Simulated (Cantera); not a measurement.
Mixture: CH₄ : O₂ : N₂ = 1 : 4.26 : 27.7 (molar parts), at 1700000 Pa, adiabatic and at constant volume. Ignition delay is the time to a rise of 400 K.

Detailed kinetics in Cantera: GRI-Mech 3.0 (53 species, 325 reactions). The pressure lies above the range GRI-Mech 3.0 was tuned for (to about 10 atm).

Q: What does this change do: CH4 1 to 2.2 parts?

A: 
| quantity | before | after |
|---|---|---|
| delay at 1000 K | 63.1 ms | 71.2 ms |
| delay at 1100 K | 12.2 ms | 15.0 ms |
| delay at 1200 K | 3.17 ms | 4.17 ms |
| delay at 1300 K | 1.00 ms | 1.36 ms |
| delay at 1400 K | 0.359 ms | 0.489 ms |
| apparent activation energy between 1350 and 1450 K | 160 kJ/mol | 160 kJ/mol |

Q: What does this change do: 0.082 parts C2H6 added?

A: 
| quantity | before | after |
|---|---|---|
| delay at 1000 K | 63.1 ms | 26.8 ms |
| delay at 1100 K | 12.2 ms | 4.66 ms |
| delay at 1200 K | 3.17 ms | 1.14 ms |
| delay at 1300 K | 1.00 ms | 0.358 ms |
| delay at 1400 K | 0.359 ms | 0.134 ms |
| apparent activation energy between 1350 and 1450 K | 160 kJ/mol | 150 kJ/mol |

Q: What does this change do: constant pressure in place of constant volume?

A: 
```
quantity                                                before       after
--------------------------------------------------  ----------  ----------
delay at 1000 K                                        63.1 ms     65.1 ms
delay at 1100 K                                        12.2 ms     12.6 ms
delay at 1200 K                                        3.17 ms     3.30 ms
delay at 1300 K                                        1.00 ms     1.05 ms
delay at 1400 K                                       0.359 ms    0.378 ms
apparent activation energy between 1350 and 1450 K  160 kJ/mol  160 kJ/mol
```
